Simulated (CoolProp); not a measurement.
Vapour-liquid equilibrium of carbon dioxide (1) + propylene (2) at 1.23 MPa; x and y are mole fractions of (1).

Model: multi-fluid Helmholtz-energy mixture model, Span 1996 and Lemmon 2013; pair parameters Bell 2016, in CoolProp.

```
x      bubble temperature, mixture model (K)  bubble temperature, Raoult's law (K)  y, mixture model  y, Raoult's law
-----  -------------------------------------  ------------------------------------  ----------------  ---------------
0.05                                   290.1                                 292.4             0.232            0.229
0.125                                  277.4                                 282.7             0.472            0.453
0.2                                    268.1                                 275.1             0.617            0.597
0.275                                  261.4                                 269.0             0.707            0.697
0.35                                   256.5                                 263.8             0.766            0.769
0.425                                  252.8                                 259.5             0.807            0.823
0.5                                    249.9                                 255.7             0.838            0.864
0.575                                  247.7                                 252.3             0.863            0.897
0.65                                   245.8                                 249.4             0.885            0.924
0.725                                  244.1                                 246.7             0.906            0.946
0.8                                    242.6                                 244.3             0.927            0.964
0.875                                  241.1                                 242.1             0.951            0.979
0.95                                   239.7                                 240.1             0.978            0.992
```

The largest gap from Raoult's law is -7.6 K in bubble temperature, at x = 0.275. No azeotrope shows between x = 0.05 and 0.95.

Pair parameters are fitted to limited data, so mixtures are less certain than the pure fluids.
